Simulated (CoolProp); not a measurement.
Model: reference Helmholtz-energy equation of state, Lemmon 2006, in CoolProp. It is a short technical equation, of lower accuracy than the large ones.

For R142b, give the phase and the viscosity (µPa s), conductivity (mW/(m K)), fugacity coefficient at 196.85 °C and 13.1 bar.


- 196.85 °C and 13.1 bar: gas; viscosity 16.5, conductivity 25.9, fugacity coefficient 0.931

Viscosity comes from a separate model (Huber 2003), an estimate that may be off by 10 % or more. Thermal conductivity comes from a separate model (Huber 2003), an estimate that may be off by 10 % or more.
